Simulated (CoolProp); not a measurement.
Aqueous methanol as a coolant, at 5 °C, 1 atm.

Computed with CoolProp (Melinder's fits for secondary coolants).

```csv
mass %,freezing point (°C),density (kg/m³),conductivity (W/(m K)),Prandtl number,viscosity (mPa s)
1.6,-0.9,997.0,0.562,12.1,1.61
6.8,-4.2,988.6,0.534,15.2,1.91
12.1,-8.2,981.3,0.506,18.5,2.23
17.3,-12.6,974.7,0.481,21.6,2.52
22.6,-17.6,968.1,0.455,24.5,2.77
27.9,-23.3,961.1,0.430,27.0,2.94
33.1,-29.4,953.8,0.407,28.6,3.03
38.4,-36.4,945.6,0.385,29.5,3.03
43.6,-44.1,937.0,0.364,29.6,2.96
```
